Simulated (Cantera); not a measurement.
Input (Python, Cantera) and output of one run.

```python
import numpy as np
import cantera as ct

gas_names = """
    H HO2 H2 H2O H2O2 H2S H2SO4 O OH O2 O3 S SH SO SO2 SO3 S2 S2O S8
""".split()
cond_names = """
    H2O(s) H2O(L) H2SO4(L) S(cr1) S(cr2) S(L)
""".split()


# ... load() reads the species with a 1 bar reference pressure and builds the phases ...
atoms = {
    'H2S': {'H': 2, 'S': 1},
    'O2': {'O': 2},
    'H2': {'H': 2},
    'H2O': {'H': 2, 'O': 1},
}
top_T = {}  # K; cautious upper limits of use, not melting points


# ... equilibrate(T, P, feed) seeds the gas with the atoms and calls Mixture.equilibrate('TP', solver="vcs", rtol=1e-11, max_steps=5000) ...
results = []
feed = {'H2S': 1, 'O2': 0.1, 'H2': 0.098, 'H2O': 0.058}  # mol
P = 100000  # Pa
for T in [1073, 1173, 1273, 1373, 1473, 1573, 1673, 1773, 1873, 1973, 2073, 2173]:
    mix = equilibrate(T, P, feed)
    results.append((T, P, feed, dict(zip(mix.species_names, mix.species_moles))))
    x = sorted(zip(gas.X, gas.species_names), reverse=True)
    print(f"T = {T:g} K  P = {P:g} Pa  gas = {mix.phase_moles(0):.4g} mol")
    print("   x: " + "  ".join(f"{s} {v:.3e}" for v, s in x if v > 0.001))
    print("   condensed (mol): " + ("  ".join(f"{mix.phase(i).name} {mix.phase_moles(i):.4g}"
          for i in range(1, mix.n_phases) if mix.phase_moles(i) > 1e-12) or "none"))
```

It prints:

```
T = 1073 K  P = 100000 Pa  gas = 1.233 mol
   x: H2S 6.864e-01  H2O 2.088e-01  S2 6.213e-02  H2 4.234e-02
   condensed (mol): none
T = 1173 K  P = 100000 Pa  gas = 1.258 mol
   x: H2S 6.330e-01  H2O 2.046e-01  H2 8.116e-02  S2 8.062e-02
   condensed (mol): none
T = 1273 K  P = 100000 Pa  gas = 1.292 mol
   x: H2S 5.639e-01  H2O 1.991e-01  H2 1.315e-01  S2 1.045e-01
   condensed (mol): none
T = 1373 K  P = 100000 Pa  gas = 1.333 mol
   x: H2S 4.856e-01  H2O 1.928e-01  H2 1.883e-01  S2 1.313e-01  SH 1.469e-03
   condensed (mol): none
T = 1473 K  P = 100000 Pa  gas = 1.377 mol
   x: H2S 4.060e-01  H2 2.459e-01  H2O 1.862e-01  S2 1.582e-01  SH 2.865e-03
   condensed (mol): none
T = 1573 K  P = 100000 Pa  gas = 1.421 mol
   x: H2S 3.318e-01  H2 2.993e-01  S2 1.828e-01  H2O 1.799e-01  SH 4.994e-03
   condensed (mol): none
T = 1673 K  P = 100000 Pa  gas = 1.462 mol
   x: H2 3.456e-01  H2S 2.671e-01  S2 2.034e-01  H2O 1.741e-01  SH 7.945e-03
   condensed (mol): none
T = 1773 K  P = 100000 Pa  gas = 1.498 mol
   x: H2 3.837e-01  S2 2.196e-01  H2S 2.133e-01  H2O 1.687e-01  SH 1.174e-02  SO2 1.093e-03
   condensed (mol): none
T = 1873 K  P = 100000 Pa  gas = 1.529 mol
   x: H2 4.140e-01  S2 2.313e-01  H2S 1.701e-01  H2O 1.635e-01  SH 1.637e-02  SO 1.602e-03  SO2 1.508e-03
   condensed (mol): none
T = 1973 K  P = 100000 Pa  gas = 1.556 mol
   x: H2 4.375e-01  S2 2.388e-01  H2O 1.582e-01  H2S 1.360e-01  SH 2.174e-02  SO 2.783e-03  SO2 2.038e-03  S 1.299e-03
   condensed (mol): none
T = 2073 K  P = 100000 Pa  gas = 1.579 mol
   x: H2 4.554e-01  S2 2.425e-01  H2O 1.526e-01  H2S 1.093e-01  SH 2.777e-02  SO 4.569e-03  SO2 2.675e-03  S 2.484e-03  H 1.775e-03
   condensed (mol): none
T = 2173 K  P = 100000 Pa  gas = 1.6 mol
   x: H2 4.689e-01  S2 2.427e-01  H2O 1.463e-01  H2S 8.843e-02  SH 3.433e-02  SO 7.108e-03  S 4.449e-03  SO2 3.393e-03  H 3.304e-03
   condensed (mol): none
```

These are equilibrium values from Cantera (NASA tables, ideal gas, pure condensed phases), not measurements of a reactor. Gases not in the tables: S3 to S7.
